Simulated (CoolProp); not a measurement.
A simple Rankine cycle with R236FA: condensing at 304.15 K, boiler at 1.72 MPa, turbine inlet 369.6 K, turbine efficiency 0.6, pump efficiency 0.8, no recuperator. Each further row changes one setting.

Computed with CoolProp (reference Helmholtz-energy equation of state, Pan 2012).

| case | thermal efficiency (%) | net work (kJ/kg) | heat in (kJ/kg) | turbine exit temperature (K) | volume ratio over the turbine |
|---|---|---|---|---|---|
| as stated | 7.7 | ? | 179 | ? | 6.43 |
| turbine inlet 389.6 K | 7.7 | 15.7 | ? | 354.4 | 5.91 |
| condensing temperature 296.15 K | 8.6 | ? | 189 | 325.4 | 8.40 |
| boiler pressure 1.2 MPa | ? | ? | ? | ? | 3.96 |
| turbine efficiency 0.5 | 6.3 | 11.2 | 179 | 332.3 | 6.50 |

### Question
Complete the blanks.

### Answer

- as stated, net work (kJ/kg): 13.7
- as stated, turbine exit temperature (K): 329.5
- turbine inlet 389.6 K, heat in (kJ/kg): 204
- condensing temperature 296.15 K, net work (kJ/kg): 16.2
- boiler pressure 1.2 MPa, thermal efficiency (%): 6.4
- boiler pressure 1.2 MPa, net work (kJ/kg): 12.1
- boiler pressure 1.2 MPa, heat in (kJ/kg): 190
- boiler pressure 1.2 MPa, turbine exit temperature (K): 343.4
